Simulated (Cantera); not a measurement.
An adiabatic, constant-volume homogeneous reactor starts with CO : H2 : CH4 : O2 : N2 = 1 : 0.4 : 0.04 : 1.2 : 4.51 (molar parts), equivalence ratio 0.65, at 1325 K and 1.00 atm. Integrator tolerance rtol = 1e-08.

Computed with Cantera and GRI-Mech 3.0 (53 species, 325 reactions).

Q: What does this change do: CH4 0.04 to 0.09 parts?

A: 
```json
[
 {"quantity": "time of steepest temperature rise", "before": "41.4 µs", "after": "50.1 µs"},
 {"quantity": "temperature at 0.300 s", "before": "2723 K", "after": "2766 K"},
 {"quantity": "equilibrium temperature", "before": "2723 K", "after": "2766 K"},
 {"quantity": "x(CO) at 0.300 s", "before": "0.0364 (gas-phase equilibrium 0.0364)", "after": "0.0456 (gas-phase equilibrium 0.0456)"},
 {"quantity": "x(H2) at 0.300 s", "before": "0.00275 (gas-phase equilibrium 0.00275)", "after": "0.00413 (gas-phase equilibrium 0.00413)"},
 {"quantity": "x(CH4) at 0.300 s", "before": "<1e-12 (gas-phase equilibrium <1e-12)", "after": "<1e-12 (gas-phase equilibrium <1e-12)"},
 {"quantity": "x(C2H2) at 0.300 s", "before": "<1e-12 (gas-phase equilibrium <1e-12)", "after": "<1e-12 (gas-phase equilibrium <1e-12)"},
 {"quantity": "x(CH3) at 0.300 s", "before": "<1e-12 (gas-phase equilibrium <1e-12)", "after": "<1e-12 (gas-phase equilibrium <1e-12)"},
 {"quantity": "x(C2H6) at 0.300 s", "before": "<1e-12 (gas-phase equilibrium <1e-12)", "after": "<1e-12 (gas-phase equilibrium <1e-12)"}
]
```
